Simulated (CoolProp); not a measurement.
Vapour-liquid equilibrium of propylene (1) + R152A (2) at -43.75 °C; x and y are mole fractions of (1).

Model: multi-fluid Helmholtz-energy mixture model, Lemmon 2013 and Outcalt 1996; pair parameters Bell 2016, in CoolProp.

```json
[
 {"x": "0.05", "bubble pressure (MPa)": "0.05229", "y at the bubble point": "?", "dew pressure at overall composition x (MPa)": "0.04059", "liquid density (mol/L)": "15.80"},
 {"x": "0.125", "bubble pressure (MPa)": "0.06888", "y at the bubble point": "0.494", "dew pressure at overall composition x (MPa)": "0.04367", "liquid density (mol/L)": "15.63"},
 {"x": "0.2", "bubble pressure (MPa)": "0.08162", "y at the bubble point": "?", "dew pressure at overall composition x (MPa)": "0.04724", "liquid density (mol/L)": "15.47"},
 {"x": "0.275", "bubble pressure (MPa)": "0.09124", "y at the bubble point": "0.661", "dew pressure at overall composition x (MPa)": "0.05142", "liquid density (mol/L)": "15.31"},
 {"x": "0.35", "bubble pressure (MPa)": "0.09845", "y at the bubble point": "?", "dew pressure at overall composition x (MPa)": "0.05637", "liquid density (mol/L)": "15.17"},
 {"x": "0.425", "bubble pressure (MPa)": "0.1039", "y at the bubble point": "0.735", "dew pressure at overall composition x (MPa)": "0.06232", "liquid density (mol/L)": "15.03"},
 {"x": "0.5", "bubble pressure (MPa)": "0.1081", "y at the bubble point": "0.760", "dew pressure at overall composition x (MPa)": "0.06956", "liquid density (mol/L)": "14.90"},
 {"x": "0.575", "bubble pressure (MPa)": "0.1114", "y at the bubble point": "0.782", "dew pressure at overall composition x (MPa)": "0.07847", "liquid density (mol/L)": "14.79"},
 {"x": "0.65", "bubble pressure (MPa)": "0.1142", "y at the bubble point": "0.804", "dew pressure at overall composition x (MPa)": "0.08940", "liquid density (mol/L)": "14.69"},
 {"x": "0.725", "bubble pressure (MPa)": "0.1167", "y at the bubble point": "0.828", "dew pressure at overall composition x (MPa)": "0.1021", "liquid density (mol/L)": "14.60"},
 {"x": "0.8", "bubble pressure (MPa)": "0.1188", "y at the bubble point": "0.857", "dew pressure at overall composition x (MPa)": "0.1138", "liquid density (mol/L)": "14.52"},
 {"x": "0.875", "bubble pressure (MPa)": "?", "y at the bubble point": "0.895", "dew pressure at overall composition x (MPa)": "0.1197", "liquid density (mol/L)": "14.46"},
 {"x": "0.95", "bubble pressure (MPa)": "0.1210", "y at the bubble point": "0.949", "dew pressure at overall composition x (MPa)": "0.1210", "liquid density (mol/L)": "?"}
]
```

Problem. Fill in the missing entries.

Solution. 
- 0.05, y at the bubble point: 0.289
- 0.2, y at the bubble point: 0.598
- 0.35, y at the bubble point: 0.704
- 0.875, bubble pressure (MPa): 0.1203
- 0.95, liquid density (mol/L): 14.41

y crosses x between x = 0.875 and 0.95: the model has an azeotrope there.

The pair parameters rest on a limited set of measurements; away from them the model extrapolates.
